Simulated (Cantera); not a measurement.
An adiabatic, constant-pressure homogeneous reactor starts with CH4 : O2 : N2 = 1 : 2.44 : 9.17 (molar parts), equivalence ratio 0.82, at 1450 K and 5.00 bar. Integrator tolerance rtol = 1e-08.

Cantera simulation using GRI-Mech 3.0 (53 species, 325 reactions); the numbers are that mechanism's predictions, not measurements.

Task: What does this change do: pressure from 5.00 bar to 10.0 bar?

Result: 
```json
[
 {"quantity": "time of steepest temperature rise", "before": "0.512 ms", "after": "0.281 ms"},
 {"quantity": "temperature at 0.300 s", "before": "2738 K", "after": "2773 K"},
 {"quantity": "equilibrium temperature", "before": "2738 K", "after": "2773 K"},
 {"quantity": "x(CH4) at 0.300 s", "before": "<1e-12 (gas-phase equilibrium <1e-12)", "after": "<1e-12 (gas-phase equilibrium <1e-12)"},
 {"quantity": "x(O2) at 0.300 s", "before": "0.0344 (gas-phase equilibrium 0.0344)", "after": "0.0332 (gas-phase equilibrium 0.0332)"},
 {"quantity": "x(NO) at 0.300 s", "before": "0.0130 (gas-phase equilibrium 0.0130)", "after": "0.0134 (gas-phase equilibrium 0.0134)"},
 {"quantity": "x(H) at 0.300 s", "before": "0.00226 (gas-phase equilibrium 0.00226)", "after": "0.00166 (gas-phase equilibrium 0.00166)"},
 {"quantity": "x(CO2) at 0.300 s", "before": "0.0607 (gas-phase equilibrium 0.0607)", "after": "0.0632 (gas-phase equilibrium 0.0632)"},
 {"quantity": "x(C2H6) at 0.300 s", "before": "<1e-12 (gas-phase equilibrium <1e-12)", "after": "<1e-12 (gas-phase equilibrium <1e-12)"}
]
```
